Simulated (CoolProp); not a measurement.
C2F6 (R116) at 298.15 K and 0.123 MPa is throttled through a valve to 0.0675 MPa with no heat exchange. Each further row changes one setting.

Computed with CoolProp (reference Helmholtz-energy equation of state, Lemmon 2006). It is a short technical equation, of lower accuracy than the large ones.

```json
[
 {"case": "as stated", "temperature change (K)": "…", "final density (kg/m³)": "…"},
 {"case": "outlet pressure 0.0203 MPa", "temperature change (K)": "-0.8", "final density (kg/m³)": "1.14"},
 {"case": "outlet pressure 0.0878 MPa", "temperature change (K)": "-0.3", "final density (kg/m³)": "…"}
]
```

Task: Fill in the missing entries.

Result: 
- as stated, temperature change (K): -0.5
- as stated, final density (kg/m³): 3.79
- outlet pressure 0.0878 MPa, final density (kg/m³): 4.94
